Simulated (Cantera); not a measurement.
Input: 1 mol SiCl4, 3.3 mol H2, at 0.100 bar.

These are equilibrium values from Cantera (NASA tables, ideal gas, pure condensed phases), not measurements of a reactor. Candidate condensed phases: Si; 19 gas species. The tables' values for SiCl3 are old estimates; treat these amounts as uncertain. Equilibrium is a limit: real reactors are often held back by kinetics, nucleation or transport.

x: gas mole fraction; nothing condenses.

```
T (°C)   x H2  x SiCl4    x HCl  x SiHCl3   x SiCl3     x SiCl2  x SiH2Cl2
------  -----  -------  -------  --------  --------  ----------  ---------
302     0.766    0.231  0.00162   0.00162   7.29e-9      <1e-12    5.25e-7
377     0.764    0.229  0.00377   0.00376   2.27e-7  (withheld)    3.59e-6
452     0.760    0.225  0.00729   0.00725   3.43e-6  (withheld)    1.62e-5
527     0.755    0.220   0.0123    0.0122   3.07e-5  (withheld)    5.45e-5
602     0.749    0.214   0.0190    0.0185  0.000186  (withheld)   0.000146
677     0.740    0.206   0.0273    0.0256  0.000831  (withheld)   0.000323
752     0.730    0.195   0.0380    0.0323   0.00284  (withheld)   0.000591
```

**Question.** What belongs in the gaps?

**Answer.** 
- 377, x SiCl2: 1.45e-10
- 452, x SiCl2: 1.27e-8
- 527, x SiCl2: 4.76e-7
- 602, x SiCl2: 9.40e-6
- 677, x SiCl2: 0.000112
- 752, x SiCl2: 0.000863
